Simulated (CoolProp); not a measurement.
Vapour-liquid equilibrium of R1234ze(E) (1) + n-pentane (2) at 230.7 K; x and y are mole fractions of (1).

The numbers come from the multi-fluid Helmholtz-energy mixture model, Thol 2016 and Thol 2019; pair parameters Bell 2016 in CoolProp.

### Question
Give the bubble pressure and the first vapour's composition at x = 0.2, 0.5, 0.65. Is there an azeotrope?

### Answer
x = 0.2: 0.01977 MPa, y = 0.901; x = 0.5: 0.02749 MPa, y = 0.939; x = 0.65: 0.02841 MPa, y = 0.944. No azeotrope shows between x = 0.05 and 0.95.

The pair parameters rest on a limited set of measurements; away from them the model extrapolates. With so large a gap from Raoult's law the liquid may split in two, which this calculation doesn't test in full.
